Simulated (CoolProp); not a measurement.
Vapour-liquid equilibrium of methanol (1) + m-xylene (2) at 770 kPa; x and y are mole fractions of (1).

Values from CoolProp's multi-fluid Helmholtz-energy mixture model, de Reuck 1993 and Zhou 2012; pair parameters Bell 2016.

Task: Give the bubble temperature and the first vapour's composition at x = 0.35, 0.65, 0.95. Is there an azeotrope?

Result: x = 0.35: 142.5 °C, y = 0.857; x = 0.65: 134.7 °C, y = 0.901; x = 0.95: 127.8 °C, y = 0.978. No azeotrope shows between x = 0.05 and 0.95.

Pair parameters are fitted to limited data, so mixtures are less certain than the pure fluids. With so large a gap from Raoult's law the liquid may split in two, which this calculation doesn't test in full.
